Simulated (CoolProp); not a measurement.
Saturated liquid density (kg/m³) of n-undecane: the reference equation beside estimates from Tc = 638.8 K, pc = 1.990 MPa, ω = 0.539.

Values from CoolProp's reference Helmholtz-energy equation of state, Aleksandrov 2011. It is a short technical equation, of lower accuracy than the large ones.

```json
[
 {"T (K)": "308.4", "reference": "728.6", "Redlich-Kwong": "(withheld)", "Soave-Redlich-Kwong": "603.5", "Peng-Robinson": "677.2"},
 {"T (K)": "321.2", "reference": "718.9", "Redlich-Kwong": "(withheld)", "Soave-Redlich-Kwong": "598.1", "Peng-Robinson": "671.5"},
 {"T (K)": "334", "reference": "709.1", "Redlich-Kwong": "562.0", "Soave-Redlich-Kwong": "592.4", "Peng-Robinson": "(withheld)"},
 {"T (K)": "346.8", "reference": "699.3", "Redlich-Kwong": "554.5", "Soave-Redlich-Kwong": "586.4", "Peng-Robinson": "659.2"},
 {"T (K)": "359.6", "reference": "689.5", "Redlich-Kwong": "546.7", "Soave-Redlich-Kwong": "580.1", "Peng-Robinson": "652.5"},
 {"T (K)": "372.4", "reference": "679.6", "Redlich-Kwong": "538.6", "Soave-Redlich-Kwong": "573.4", "Peng-Robinson": "645.4"},
 {"T (K)": "385.2", "reference": "(withheld)", "Redlich-Kwong": "530.3", "Soave-Redlich-Kwong": "566.4", "Peng-Robinson": "638.0"},
 {"T (K)": "398", "reference": "659.4", "Redlich-Kwong": "521.5", "Soave-Redlich-Kwong": "559.0", "Peng-Robinson": "630.0"},
 {"T (K)": "410.8", "reference": "649.1", "Redlich-Kwong": "512.5", "Soave-Redlich-Kwong": "(withheld)", "Peng-Robinson": "621.6"},
 {"T (K)": "423.6", "reference": "638.6", "Redlich-Kwong": "503.1", "Soave-Redlich-Kwong": "542.9", "Peng-Robinson": "612.7"},
 {"T (K)": "436.4", "reference": "627.9", "Redlich-Kwong": "493.3", "Soave-Redlich-Kwong": "534.1", "Peng-Robinson": "603.2"},
 {"T (K)": "449.2", "reference": "616.9", "Redlich-Kwong": "483.1", "Soave-Redlich-Kwong": "(withheld)", "Peng-Robinson": "593.0"},
 {"T (K)": "462", "reference": "605.6", "Redlich-Kwong": "472.4", "Soave-Redlich-Kwong": "514.7", "Peng-Robinson": "582.2"},
 {"T (K)": "474.9", "reference": "593.9", "Redlich-Kwong": "461.2", "Soave-Redlich-Kwong": "504.0", "Peng-Robinson": "570.5"}
]
```

**Question.** What belongs in the gaps?

**Answer.** 
- 308.4, Redlich-Kwong: 576.2
- 321.2, Redlich-Kwong: 569.2
- 334, Peng-Robinson: 665.5
- 385.2, reference: 669.6
- 410.8, Soave-Redlich-Kwong: 551.2
- 449.2, Soave-Redlich-Kwong: 524.7

Absolute difference from the reference over all 14 rows, mean and median: Redlich-Kwong 21.1 and 20.9 %, Soave-Redlich-Kwong 15.6 and 15.3 %, Peng-Robinson 4.9 and 4.6 %.
